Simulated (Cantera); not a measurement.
Equilibrium for silicon epitaxy and polysilicon growth: SiCl4 + H2 + Cl2

Feed: 1 mol SiCl4, 19 mol H2, 0.062 mol Cl2, equilibrated at 1252 °C.

Equilibrium computed with Cantera from the NASA thermochemical tables; the gas is ideal and each condensed phase is pure. Candidate condensed phases: Si; 19 gas species. The tables' values for SiCl3, SiCl are old estimates; treat these amounts as uncertain. The numbers say what is thermodynamically allowed, not how fast it happens.

```tsv
P (Pa)	x H2	x HCl	x SiCl2	x SiCl3	x SiHCl3	x SiCl4	x SiH2Cl2	n Si(s)
100	0.848	0.107	0.0439	0.000342	7.12e-6	7.92e-6	1.03e-6	0.0656
300	0.849	0.106	0.0437	0.000588	2.12e-5	2.35e-5	3.08e-6	0.0658
880	0.849	0.106	0.0432	0.000991	6.12e-5	6.75e-5	8.93e-6	0.0656
2600	0.850	0.105	0.0424	0.00165	0.000176	0.000192	2.59e-5	0.0651
7700	0.852	0.103	0.0407	0.00268	0.000491	0.000525	7.39e-5	0.0645
23000	0.856	0.0993	0.0377	0.00413	0.00131	0.00134	0.000205	0.0634
68000	0.862	0.0928	0.0327	0.00572	0.00313	0.00298	0.000529	0.0599
200000	0.871	0.0829	0.0258	0.00689	0.00649	0.00547	0.00124	0.0476
```
x: gas mole fraction; n: condensed amount in mol.

From 0.750 Torr to 1500 Torr the condensed part is Si(s). The main Si-bearing gas is SiCl2 throughout.
